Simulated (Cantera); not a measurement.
Gas-phase reforming

An isothermal, constant-pressure homogeneous reactor starts with CH₄ : CO₂ = 1 : 0.84 (molar parts), at 2000 K and 0.240 bar.

Computed with Cantera and GRI-Mech 3.0 (53 species, 325 reactions).

| t (s) | x CH₄ | x CO₂ | x C₂H | x O | x CH₂CO | x CH₂O |
|---|---|---|---|---|---|---|
| 0.000200 | 0.324 | 0.393 | 2.71e-6 | 1.73e-8 | 7.45e-6 | 0.000275 |
| 0.000632 | 0.129 | 0.277 | 7.88e-6 | 2.52e-8 | 7.16e-5 | 8.58e-5 |
| 0.00200 | 0.0361 | 0.137 | 1.19e-5 | 5.56e-8 | 0.000168 | 2.80e-5 |
| 0.00632 | 0.0113 | 0.0414 | 1.41e-5 | 1.13e-7 | 0.000186 | 1.06e-5 |
| 0.0200 | 0.00828 | 0.0236 | 8.68e-6 | 8.45e-8 | 7.50e-5 | 3.52e-6 |
| 0.0632 | 0.00481 | 0.0102 | 4.60e-6 | 4.69e-8 | 1.91e-5 | 7.20e-7 |
| 0.200 | 0.00209 | 0.00265 | 2.53e-6 | 1.49e-8 | 3.28e-6 | 9.30e-8 |
| 0.632 | 0.000600 | 0.000199 | 1.91e-6 | 1.22e-9 | 3.48e-7 | 2.45e-8 |
| 2.00 | 0.000203 | 3.57e-7 | 1.87e-6 | 2.55e-12 | 6.75e-8 | 2.31e-8 |
| 6.32 | 0.000201 | 1.71e-7 | 1.87e-6 | 1.40e-12 | 6.69e-8 | 2.31e-8 |
| 20.0 | 0.000201 | 1.71e-7 | 1.87e-6 | 1.40e-12 | 6.69e-8 | 2.31e-8 |
| 63.2 | 0.000201 | 1.71e-7 | 1.87e-6 | 1.40e-12 | 6.69e-8 | 2.31e-8 |
| 200 | 0.000201 | 1.71e-7 | 1.87e-6 | 1.40e-12 | 6.69e-8 | 2.31e-8 |
x: mole fraction; the columns are a selection and need not sum to one.

Equilibrium at this temperature and pressure: CH₄ 0.000201, CO₂ 1.72e-7, C₂H 1.87e-6, O 1.40e-12, CH₂CO 6.69e-8, CH₂O 2.31e-8 (gas phase only).
